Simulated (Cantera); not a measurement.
**Hydrocarbon pyrolysis for carbon deposition**

An isothermal, constant-pressure homogeneous reactor starts with 0.552 % CH4, 99.4 % N2, at 1925 K and 1.00 bar.

Detailed kinetics in Cantera: GRI-Mech 3.0 (53 species, 325 reactions). GRI-Mech 3.0 stops at C3 and has no aromatics, soot or wall deposition, so with more carbon than oxygen in the feed, carbon stays in small species such as C2H2 where larger ones or solid carbon would form.

```json
[
 {"t (s)": "0.000100", "x CH4": "0.00533", "x CH3": "0.000182", "x H": "4.90e-6", "x HCN": "5.47e-9", "x C2H6": "9.06e-7", "x H2": "0.000104"},
 {"t (s)": "0.000256", "x CH4": "0.00489", "x CH3": "0.000411", "x H": "1.28e-5", "x HCN": "1.08e-7", "x C2H6": "5.21e-6", "x H2": "0.000439"},
 {"t (s)": "0.000656", "x CH4": "0.00326", "x CH3": "0.000513", "x H": "3.99e-5", "x HCN": "2.25e-6", "x C2H6": "8.27e-6", "x H2": "0.00247"},
 {"t (s)": "0.00168", "x CH4": "0.00139", "x CH3": "0.000240", "x H": "6.05e-5", "x HCN": "1.17e-5", "x C2H6": "1.76e-6", "x H2": "0.00580"},
 {"t (s)": "0.00431", "x CH4": "0.000497", "x CH3": "9.17e-5", "x H": "7.25e-5", "x HCN": "2.69e-5", "x C2H6": "2.51e-7", "x H2": "0.00736"},
 {"t (s)": "0.0110", "x CH4": "0.000159", "x CH3": "3.14e-5", "x H": "8.03e-5", "x HCN": "4.54e-5", "x C2H6": "2.92e-8", "x H2": "0.00793"},
 {"t (s)": "0.0283", "x CH4": "4.92e-5", "x CH3": "1.00e-5", "x H": "8.39e-5", "x HCN": "6.37e-5", "x C2H6": "2.96e-9", "x H2": "0.00811"},
 {"t (s)": "0.0725", "x CH4": "1.33e-5", "x CH3": "2.76e-6", "x H": "8.53e-5", "x HCN": "7.91e-5", "x C2H6": "2.24e-10", "x H2": "0.00817"},
 {"t (s)": "0.186", "x CH4": "2.34e-6", "x CH3": "4.89e-7", "x H": "8.63e-5", "x HCN": "8.82e-5", "x C2H6": "7.16e-12", "x H2": "0.00819"},
 {"t (s)": "0.476", "x CH4": "4.27e-7", "x CH3": "9.01e-8", "x H": "8.70e-5", "x HCN": "9.05e-5", "x C2H6": "<1e-12", "x H2": "0.00819"},
 {"t (s)": "1.22", "x CH4": "2.95e-7", "x CH3": "6.24e-8", "x H": "8.71e-5", "x HCN": "9.12e-5", "x C2H6": "<1e-12", "x H2": "0.00819"},
 {"t (s)": "3.12", "x CH4": "2.29e-7", "x CH3": "4.85e-8", "x H": "8.72e-5", "x HCN": "9.27e-5", "x C2H6": "<1e-12", "x H2": "0.00820"},
 {"t (s)": "8.00", "x CH4": "2.20e-7", "x CH3": "4.65e-8", "x H": "8.72e-5", "x HCN": "9.65e-5", "x C2H6": "<1e-12", "x H2": "0.00820"}
]
```
x: mole fraction; the columns are a selection and need not sum to one.

Equilibrium at this temperature and pressure: CH4 1.47e-7, CH3 3.11e-8, H 8.72e-5, HCN 0.00536, C2H6 <1e-12, H2 0.00820 (gas phase only).
